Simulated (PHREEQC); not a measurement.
1 kg of water holding 93 mmol/kgw KOH meets 20 L of dry gas (O2 1 by moles) at fixed total pressure, at 80 °C; fugacities by Peng-Robinson. The gases take part in no redox reaction, some water evaporates into the gas, and hydrates or a liquid gas phase aren't modelled. Precipitation was switched off in this run.

Computed with PHREEQC (ion-association model, phreeqc.dat).

```json
[
 {"P (atm)": "2", "dissolved O2 (mol/kgw)": "0.00117", "φ of O2": "1.000"},
 {"P (atm)": "5", "dissolved O2 (mol/kgw)": "0.00345", "φ of O2": "0.998"},
 {"P (atm)": "10", "dissolved O2 (mol/kgw)": "0.00720", "φ of O2": "0.996"},
 {"P (atm)": "20", "dissolved O2 (mol/kgw)": "0.0145", "φ of O2": "0.992"},
 {"P (atm)": "30", "dissolved O2 (mol/kgw)": "0.0216", "φ of O2": "0.988"},
 {"P (atm)": "40", "dissolved O2 (mol/kgw)": "0.0285", "φ of O2": "0.985"},
 {"P (atm)": "50", "dissolved O2 (mol/kgw)": "0.0352", "φ of O2": "0.981"},
 {"P (atm)": "75", "dissolved O2 (mol/kgw)": "0.0511", "φ of O2": "0.974"},
 {"P (atm)": "100", "dissolved O2 (mol/kgw)": "0.0659", "φ of O2": "0.968"},
 {"P (atm)": "150", "dissolved O2 (mol/kgw)": "0.0926", "φ of O2": "0.958"},
 {"P (atm)": "200", "dissolved O2 (mol/kgw)": "0.116", "φ of O2": "0.952"},
 {"P (atm)": "300", "dissolved O2 (mol/kgw)": "0.156", "φ of O2": "0.951"},
 {"P (atm)": "400", "dissolved O2 (mol/kgw)": "0.188", "φ of O2": "0.960"}
]
```

At this temperature some constants are extrapolated from 25 °C, and those without enthalpy data are left unchanged.
